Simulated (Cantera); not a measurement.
Feed: 1 mol SiO₂, 2.7 mol Al₂O₃, 7.4 mol O₂, at 1373 K and 11.3 Torr.

Equilibrium computed with Cantera from the NASA thermochemical tables; the gas is ideal and each condensed phase is pure. Candidate condensed phases: Al, Al₂O₃, Al₂SiO₅, Al₆Si₂O₁₃, Si, SiO₂; 14 gas species. Mutual solubility and eutectic melting of coexisting phases are not modelled. Condensed phases not in the tables: alloys, solid solutions and most ternary compounds. The numbers say what is thermodynamically allowed, not how fast it happens.

Base state: O₂ 1.000 (mole fractions); condensed: Al₂O₃(s) + Al₆Si₂O₁₃(mullite).

Q: What changes in the equilibrium state with this change: temperature from 1373 K to 2023.15 K?

A: 
| species | before | after |
|---|---|---|
| O₂ | 1.000 | 0.993 |
| O | 5.03e-6 | 0.00649 |
| Al₂O₃(s), mol | 1.20 | 1.20 |
| Al₆Si₂O₁₃(mullite), mol | 0.500 | 0.500 |

Q: What changes in the equilibrium state with this change: 1.1 mol HCl added?

A: 
| species | before | after |
|---|---|---|
| O₂ | 1.000 | 0.864 |
| HCl | 0 | 0.105 |
| Cl | 0 | 0.0135 |
| H₂O | 0 | 0.0119 |
| Cl₂ | 0 | 0.00516 |
| ClO | 0 | 4.50e-5 |
| Al₂O₃(s), mol | 1.20 | 1.20 |
| Al₆Si₂O₁₃(mullite), mol | 0.500 | 0.500 |
Further candidate phases: AlCl₃, H₂O.

Q: What changes in the equilibrium state with this change: temperature from 1373 K to 1900 K?

A: 
```json
[
 {"species": "O₂", "before": "1.000", "after": "0.998"},
 {"species": "O", "before": "5.03e-6", "after": "0.00243"},
 {"species": "Al₂O₃(s), mol", "before": "1.20", "after": "1.20"},
 {"species": "Al₆Si₂O₁₃(mullite), mol", "before": "0.500", "after": "0.500"}
]
```
